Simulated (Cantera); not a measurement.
Input: 1 mol C₃H₆, 0.16 mol CO₂, 1.8 mol N₂, at 0.000230 bar.

Method: chemical equilibrium by Gibbs-energy minimisation in Cantera with the NASA 1993 tables (ideal gas, pure condensed phases). Candidate condensed phases: C, C₆H₆, C₇H₈, C₈H₁₈, H₂O; 136 gas species. The numbers say what is thermodynamically allowed, not how fast it happens.

### Question
Which condensed phases are stable at each of these points (T (K)): 2723, 2748, 2773, 2798, 2823, 2848, 2873, 2898, 2923, 2948, 2973, 2998, 3023?

### Answer
```json
[
 {"T (K)": "2723", "condensed phases": "C(graphite)", "C condensed (%)": "33.1"},
 {"T (K)": "2748", "condensed phases": "C(graphite)", "C condensed (%)": "11.4"},
 {"T (K)": "2773", "condensed phases": "gas only", "C condensed (%)": "0.0"},
 {"T (K)": "2798", "condensed phases": "gas only", "C condensed (%)": "0.0"},
 {"T (K)": "2823", "condensed phases": "gas only", "C condensed (%)": "0.0"},
 {"T (K)": "2848", "condensed phases": "gas only", "C condensed (%)": "0.0"},
 {"T (K)": "2873", "condensed phases": "gas only", "C condensed (%)": "0.0"},
 {"T (K)": "2898", "condensed phases": "gas only", "C condensed (%)": "0.0"},
 {"T (K)": "2923", "condensed phases": "gas only", "C condensed (%)": "0.0"},
 {"T (K)": "2948", "condensed phases": "gas only", "C condensed (%)": "0.0"},
 {"T (K)": "2973", "condensed phases": "gas only", "C condensed (%)": "0.0"},
 {"T (K)": "2998", "condensed phases": "gas only", "C condensed (%)": "0.0"},
 {"T (K)": "3023", "condensed phases": "gas only", "C condensed (%)": "0.0"}
]
```

From 2723 K to 2748 K the condensed part is C(graphite). From 2773 K to 3023 K nothing is condensed.
